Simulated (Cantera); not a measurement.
A freely propagating, adiabatic, planar premixed flame of CH4 : C2H6 : C3H8 : O2 : N2 : H2O = 1 : 1.2 : 0.08 : 6 : 16.8 : 3.4 (molar parts), unburnt at 425 K and 500000 Pa; unity-Lewis-number transport, grid criteria slope 0.08 and curve 0.16, no radiation.

Detailed kinetics in Cantera: GRI-Mech 3.0 (53 species, 325 reactions). Unity Lewis numbers drop preferential diffusion, which matters most where H2 and H carry the flame. Burning velocities carry a grid error of a few per cent, more on coarse grids.

Problem. Predict: laminar burning velocity; thermal thickness; peak x(CH2); peak x(C2H2); peak x(C2H4).

Solution. 
- laminar burning velocity: 41.5 cm/s
- thermal thickness: 0.109 mm
- peak x(CH2): 5.73e-5
- peak x(C2H2): 0.00139
- peak x(C2H4): 0.00467
